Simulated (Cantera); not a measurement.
A diamond (100) surface in a fixed gas of H2 with x(CH4) = 0.0036, x(H) = 0.0049, at 1173 K, 17.3 Torr; coverages are run to steady state.

Cantera simulation using the Harris–Goodwin 1993 mechanism for the reconstructed diamond (100) surface; the numbers are that mechanism's predictions, not measurements.

θ: site fractions in the mechanism's names (c6HH fully hydrogenated, c6H* and c6*H radical sites, c6** diradical, c6HM methylated).

| x(CH3) | growth (µm/h) | θ c6HH | θ c6H* | θ c6*H | θ c6** | θ c6HM |
|---|---|---|---|---|---|---|
| 1e-06 | 0.00608 | 0.460 | 0.0354 | 0.478 | 0.0259 | 1.25e-5 |
| 2.9e-06 | ___ | 0.460 | 0.0354 | 0.478 | 0.0259 | ___ |
| 8.3e-06 | 0.0504 | 0.460 | 0.0354 | 0.478 | 0.0259 | 0.000104 |
| 2.4e-05 | ___ | 0.460 | 0.0354 | 0.478 | 0.0259 | ___ |
| 6.9e-05 | 0.418 | 0.460 | 0.0354 | 0.478 | 0.0258 | 0.000862 |
| 0.0002 | 1.20 | 0.458 | 0.0353 | 0.476 | 0.0256 | 0.00249 |
| 0.00057 | 3.37 | 0.455 | 0.0350 | 0.472 | 0.0249 | 0.00698 |
| 0.0016 | 9.05 | 0.447 | 0.0342 | 0.462 | 0.0233 | 0.0189 |
| 0.0047 | 23.5 | 0.424 | 0.0323 | 0.436 | 0.0193 | 0.0499 |

Problem. What belongs in the gaps?

Solution. 
- 2.9e-06, growth (µm/h): 0.0176
- 2.9e-06, θ c6HM: 3.63e-5
- 2.4e-05, growth (µm/h): 0.146
- 2.4e-05, θ c6HM: 0.000301
